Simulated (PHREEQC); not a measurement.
A made-up water analysis in mg/kgw, 20 °C, pH 6, pe 11.3:

| constituent | mg/kgw |
|---|---|
| Na | 1.23 |
| K | 0.000657 |
| Ca | 1.69 |
| Mg | 0.0746 |
| Cl | 1.33 |
| S(6) as SO4 | 4.15 |
| Alkalinity as HCO3 | 1.3 |
| Cd | 0.0023 |

Valence states are taken as typed.

Equilibrium calculation in PHREEQC: ion-association model, phreeqc.dat.

```json
[
 {"quantity": "CO2 (mol/kgw)", "before": "5.28e-5", "after": "5.04e-6"},
 {"quantity": "HCO3- (mol/kgw)", "before": "2.23e-5", "after": "2.13e-5"},
 {"quantity": "CaSO4 (mol/kgw)", "before": "2.68e-7", "after": "2.68e-7"},
 {"quantity": "MgSO4 (mol/kgw)", "before": "2.34e-8", "after": "2.34e-8"},
 {"quantity": "NaSO4- (mol/kgw)", "before": "1.04e-8", "after": "1.04e-8"},
 {"quantity": "CaHCO3+ (mol/kgw)", "before": "1.02e-8", "after": "9.76e-9"},
 {"quantity": "SI of Gypsum (CaSO4:2H2O)", "before": "-4.22", "after": "-4.22"},
 {"quantity": "SI of Otavite (CdCO3)", "before": "-4.66", "after": "-3.68"}
]
```

Question: Which change was made?
(A) all concentrations times 3 at the same typed pH
(B) Na from 1.23 to 2.46 mg/kgw
(C) K from 0.000657 to 0.00131 mg/kgw
(D) pH from 6 to 7 at the same alkalinity

Answer: D, pH from 6 to 7 at the same alkalinity

Precipitation was switched off in this run.
